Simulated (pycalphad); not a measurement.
## Phase fractions of Si-18C (at.%)

CALPHAD calculation (pycalphad, COST 507 light-alloy database (1999)), 1 atm. These are 1990s assessments: newer ones move some temperatures and phases. Phase fractions are per mole of atoms. Kinetics are ignored, which matters at the lower temperatures.

```csv
T (K),liquid,CSI,diamond (Si)
2600,0.666,0.334,-
2525,0.658,0.342,-
2450,0.652,0.348,-
2375,0.648,0.352,-
2300,0.645,0.355,-
2225,0.643,0.357,-
2150,0.642,0.358,-
2075,0.641,0.359,-
2000,0.641,0.359,-
1925,0.640,0.360,-
1850,0.640,0.360,-
1775,0.640,0.360,-
1700,0.640,0.360,-
1625,-,0.360,0.640
1550,-,0.360,0.640
1475,-,0.360,0.640
1400,-,0.360,0.640
1325,-,0.360,0.640
1250,-,0.360,0.640
1175,-,0.360,0.640
1100,-,0.360,0.640
1025,-,0.360,0.640
950,-,0.360,0.640
875,-,0.360,0.640
800,-,0.360,0.640
725,-,0.360,0.640
650,-,0.360,0.640
575,-,0.360,0.640
500,-,0.360,0.640
```

Database names, with the compositions (at.%) that they take in these runs: CSI: Si 50 C 50.
